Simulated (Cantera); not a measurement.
An adiabatic, constant-pressure homogeneous reactor starts with 21.2 % H2, 16.5 % O2, 62.3 % N2, at 1275 K and 13.0 bar.

Detailed kinetics in Cantera: GRI-Mech 3.0 (53 species, 325 reactions). The hydrogen kinetics of GRI-Mech 3.0 are dated; newer H2 mechanisms differ, most at raised pressure. The pressure lies above the range GRI-Mech 3.0 was tuned for (to about 10 atm).

**Question.** Predict: time of steepest temperature rise; temperature at 0.300 s; equilibrium temperature; x(H2) at 0.300 s; x(O2) at 0.300 s; x(OH) at 0.300 s; x(H2O) at 0.300 s; x(NO) at 0.300 s; x(H2O2) at 0.300 s; x(H) at 0.300 s.

**Answer.** 
```json
{
 "time_of_steepest_temperature_rise": "10.3 µs",
 "temperature at 0.300 s": "2646 K",
 "equilibrium_temperature": "2646 K",
 "x(H2) at 0.300 s": "0.00308 (gas-phase equilibrium 0.00308)",
 "x(O2) at 0.300 s": "0.0566 (gas-phase equilibrium 0.0566)",
 "x(OH) at 0.300 s": "0.0127 (gas-phase equilibrium 0.0127)",
 "x(H2O) at 0.300 s": "0.226 (gas-phase equilibrium 0.226)",
 "x(NO) at 0.300 s": "0.0142 (gas-phase equilibrium 0.0142)",
 "x(H2O2) at 0.300 s": "1.84e-6 (gas-phase equilibrium 1.84e-6)",
 "x(H) at 0.300 s": "0.000716 (gas-phase equilibrium 0.000716)"
}
```
